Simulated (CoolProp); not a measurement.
A single-stage vapour-compression cycle with R21: evaporating at 324.15 K (dew point), condensing at 358.15 K (bubble point), superheat 2 K, subcooling 0 K, compressor efficiency 0.9, no pressure losses. Each further row changes one setting.

Model: reference Helmholtz-energy equation of state, Platzer 1990, in CoolProp. This equation is an older, rougher fit; its heat capacities, sound speeds and derivatives of the liquid may be far off and weren't checked against measurements.

```
case                              cooling COP  pressure ratio  discharge temperature (K)  refrigerating effect (kJ/kg)  volumetric capacity (kJ/m³)
--------------------------------  -----------  --------------  -------------------------  ----------------------------  ---------------------------
as stated                                   …            2.36                      372.7                           178                         3020
evaporating temperature 329.15 K            …            2.05                          …                           180                         3490
condensing temperature 353.15 K          8.98            2.10                      366.1                           183                         3120
subcooling 5 K                           7.74            2.36                      372.7                           183                         3120
superheat 12 K                              …            2.36                          …                           185                         3010
compressor efficiency 0.8                6.67            2.36                      376.5                           178                         3020
```

Problem. Some entries are withheld; supply them.

Solution. 
- as stated, cooling COP: 7.50
- evaporating temperature 329.15 K, cooling COP: 9.07
- evaporating temperature 329.15 K, discharge temperature (K): 370.6
- superheat 12 K, cooling COP: 7.47
- superheat 12 K, discharge temperature (K): 383.0
